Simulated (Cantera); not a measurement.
A perfectly stirred reactor is fed with 11.7 % CH₃OH, 18.3 % O₂, 69.0 % N₂, 0.939 % H₂O, equivalence ratio 0.96, at 100000 Pa; it is adiabatic with a 448 K inlet, and is followed from long to short residence time, starting on the burning branch (τ in s: 0.23, 0.093, 0.037, 0.015, 0.0058, 0.0023, 0.00092, 0.00037, 0.00015, 5.8e-05, 2.3e-05, 9.1e-06).

Computed with Cantera and GRI-Mech 3.0 (53 species, 325 reactions). GRI-Mech 3.0 was tuned for natural gas; its chemistry of methanol as a main component is partial and can be far from experiment.

### Question
Predict: blow-out, bracketed by the residence times tried; x(CH₃OH) at τ = 0.230 s; x(O₂) at τ = 0.230 s; x(NO) at τ = 0.230 s; x(H₂O) at τ = 0.230 s; x(CH₃) at τ = 0.230 s; x(CH₃OH) at τ = 0.920 ms; x(O₂) at τ = 0.920 ms; x(NO) at τ = 0.920 ms; x(H₂O) at τ = 0.920 ms; x(CH₃) at τ = 0.920 ms.

### Answer
| Quantity | Value |
|---|---|
| blow-out, bracketed by the residence times tried | burning at 58.0 µs, out at 23.0 µs |
| x(CH₃OH) at τ = 0.230 s | 3.97e-7 |
| x(O₂) at τ = 0.230 s | 0.0110 |
| x(NO) at τ = 0.230 s | 0.00191 |
| x(H₂O) at τ = 0.230 s | 0.222 |
| x(CH₃) at τ = 0.230 s | 8.21e-8 |
| x(CH₃OH) at τ = 0.920 ms | 3.04e-5 |
| x(O₂) at τ = 0.920 ms | 0.0236 |
| x(NO) at τ = 0.920 ms | 5.47e-5 |
| x(H₂O) at τ = 0.920 ms | 0.204 |
| x(CH₃) at τ = 0.920 ms | 4.78e-6 |
